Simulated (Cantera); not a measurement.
## Si + H₂ + Cl₂ (chlorosilane synthesis and conversion)

Feed: 1 mol Si, 2.5 mol H₂, 0.57 mol Cl₂, at 0.100 bar.

Cantera equilibrium calculation (NASA polynomials, part measured and part estimated; ideal gas, pure solids and liquids). Candidate condensed phases: Si; 19 gas species. The tables' values for SiCl₃, SiCl are old estimates; treat these amounts as uncertain. Gases not in the tables: Si₂H₆ and higher silanes. Rates play no part.

From 500 K to 1600 K the condensed part is Si(s). At 1700 K the condensed part is Si(l). The main Si-bearing gas is SiCl₄ at 500 K and SiCl₂ at 1700 K. The share of Si in condensed phases is highest at 1200 K (72.4 %) and lowest at 1700 K (66.4 %).

| T (K) | x H₂ | x HCl | x SiCl₂ | x SiCl₄ | x SiHCl₃ | x SiCl₃ | x SiH₂Cl₂ | n Si(s) | n Si(l) |
|---|---|---|---|---|---|---|---|---|---|
| 500 | 0.888 | 3.42e-6 | 2.99e-12 | 0.0786 | 0.0325 | 4.69e-9 | 0.000461 | 0.692 | 0 |
| 600 | 0.889 | 6.25e-5 | 1.94e-9 | 0.0795 | 0.0311 | 3.31e-7 | 0.000610 | 0.693 | 0 |
| 700 | 0.889 | 0.000491 | 1.94e-7 | 0.0803 | 0.0297 | 6.87e-6 | 0.000724 | 0.694 | 0 |
| 800 | 0.888 | 0.00228 | 6.00e-6 | 0.0807 | 0.0284 | 6.60e-5 | 0.000808 | 0.696 | 0 |
| 900 | 0.884 | 0.00744 | 8.50e-5 | 0.0800 | 0.0270 | 0.000378 | 0.000865 | 0.700 | 0 |
| 1000 | 0.876 | 0.0189 | 0.000690 | 0.0770 | 0.0252 | 0.00148 | 0.000889 | 0.707 | 0 |
| 1100 | 0.860 | 0.0393 | 0.00366 | 0.0695 | 0.0224 | 0.00428 | 0.000868 | 0.717 | 0 |
| 1200 | 0.834 | 0.0692 | 0.0135 | 0.0552 | 0.0181 | 0.00923 | 0.000777 | 0.724 | 0 |
| 1300 | 0.800 | 0.103 | 0.0354 | 0.0343 | 0.0121 | 0.0143 | 0.000606 | 0.718 | 0 |
| 1400 | 0.770 | 0.130 | 0.0645 | 0.0148 | 0.00621 | 0.0150 | 0.000392 | 0.699 | 0 |
| 1500 | 0.752 | 0.143 | 0.0867 | 0.00461 | 0.00252 | 0.0112 | 0.000219 | 0.681 | 0 |
| 1600 | 0.745 | 0.146 | 0.0987 | 0.00130 | 0.000956 | 0.00721 | 0.000118 | 0.669 | 0 |
| 1700 | 0.743 | 0.147 | 0.104 | 0.000388 | 0.000379 | 0.00454 | 6.45e-5 | 0 | 0.664 |
x: gas mole fraction; n: condensed amount in mol.
